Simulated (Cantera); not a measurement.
Input: 1 mol Si(CH₃)₄, 0.29 mol HCl, 19 mol H₂, held at 1450 K and 0.290 bar.

Equilibrium computed with Cantera from the NASA thermochemical tables; the gas is ideal and each condensed phase is pure. Candidate condensed phases: C, C₆H₆, C₇H₈, C₈H₁₈, Si, SiC; 109 gas species. Rates play no part.

Q: What is the equilibrium state?

A: 
- x(H₂): 0.988
- x(HCl): 0.0115
- x(CH₄): 0.000934
- x(H): 1.75e-5
- x(C₂H₂ (acetylene)): 4.81e-6
- x(SiCl₂): 2.45e-6
- n(C(graphite)): 2.98 mol
- n(SiC(s)): 1.000 mol
- gas amount: 25.27 mol
- log10 activity of Si(s) (absent): -2.23
